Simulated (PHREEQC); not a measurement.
Make-up at 25 °C: 0.063 mol/kgw NaHSO4 and 0.17 mol/kgw NaOH. Closed to the air; pH follows from the charge balance.

The numbers come from PHREEQC with the ion-association model, phreeqc.dat.

**Question.** The ionic strength comes out as 0.268 mol/kgw. What activity coefficients do OH-, NaSO4-, Na+, SO4-2 get?

**Answer.** OH- 0.68, NaSO4- 0.73, Na+ 0.73, SO4-2 0.26.

This is a speciation only: nothing precipitates in the calculation. Species that the database lacks are ignored.
